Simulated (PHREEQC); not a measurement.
Solution (25 °C): 2.7 mmol/kgw ZnSO4, 0.74 mmol/kgw NaCl and 0.035 mmol/kgw MnSO4. Closed to the air; pH follows from the charge balance.

Equilibrium calculation in PHREEQC: ion-association model, wateq4f.dat.

```json
[
 {"quantity": "pH", "before": "5.91", "after": "5.82"},
 {"quantity": "SO4-2 (mol/kgw)", "before": "0.00219", "after": "0.00396"},
 {"quantity": "Zn+2 (mol/kgw)", "before": "0.00217", "after": "0.00398"},
 {"quantity": "ZnSO4 (mol/kgw)", "before": "0.000511", "after": "0.00137"},
 {"quantity": "Mn+2 (mol/kgw)", "before": "2.96e-5", "after": "2.77e-5"},
 {"quantity": "SI of Zincite(c) (ZnO)", "before": "-2.14", "after": "-2.11"},
 {"quantity": "SI of Zn(OH)2-e (Zn(OH)2)", "before": "-2.50", "after": "-2.47"}
]
```

Name the change that produced these shifts.
(A) NaCl left out
(B) diluted 10-fold with water
(C) 0.0051 mol/kgw MgBr2 added
(D) ZnSO4 from 0.0027 to 0.0054 mol/kgw

D, ZnSO4 from 0.0027 to 0.0054 mol/kgw

No solid was allowed to form.
